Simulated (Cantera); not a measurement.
A perfectly stirred reactor is fed with NO : N₂ = 1 : 6.3 (molar parts), at 19.5 Torr; it is held at 2075 K, and followed from long to short residence time.

Detailed kinetics in Cantera: GRI-Mech 3.0 (53 species, 325 reactions). Radical loss at walls, strong at low pressure, is not modelled.

x: mole fraction; the columns are a selection and need not sum to one.

| τ (s) | x NO | x O₂ | x NO₂ | x N₂O | x N₂ | x O |
|---|---|---|---|---|---|---|
| 8.8 | 0.0591 | 0.0382 | 6.19e-6 | 1.23e-6 | 0.901 | (withheld) |
| 3.8 | 0.0922 | 0.0218 | 7.31e-6 | 3.15e-6 | 0.885 | (withheld) |
| 1.7 | 0.118 | 0.00920 | 6.20e-6 | 5.53e-6 | 0.872 | (withheld) |
| 0.72 | 0.131 | 0.00296 | 4.26e-6 | 7.20e-6 | 0.866 | (withheld) |
| 0.31 | 0.135 | 0.000873 | 2.84e-6 | 7.92e-6 | 0.864 | (withheld) |
| 0.13 | 0.136 | 0.000208 | 1.70e-6 | 8.09e-6 | 0.863 | (withheld) |
| 0.059 | 0.137 | 4.65e-5 | 8.99e-7 | 7.72e-6 | 0.863 | (withheld) |
| 0.025 | 0.137 | 7.93e-6 | 3.74e-7 | 6.60e-6 | 0.863 | (withheld) |
| 0.011 | 0.137 | 1.36e-6 | 1.41e-7 | 4.91e-6 | 0.863 | (withheld) |
| 0.0048 | 0.137 | 2.25e-7 | 4.70e-8 | 3.07e-6 | 0.863 | (withheld) |
| 0.0021 | 0.137 | 3.80e-8 | 1.41e-8 | 1.65e-6 | 0.863 | (withheld) |

Task: Some entries are withheld; supply them.

Result: 
- 8.8, x O: 0.00143
- 3.8, x O: 0.00111
- 1.7, x O: 0.000771
- 0.72, x O: 0.000503
- 0.31, x O: 0.000330
- 0.13, x O: 0.000190
- 0.059, x O: 9.68e-5
- 0.025, x O: 4.01e-5
- 0.011, x O: 1.59e-5
- 0.0048, x O: 6.08e-6
- 0.0021, x O: 2.36e-6
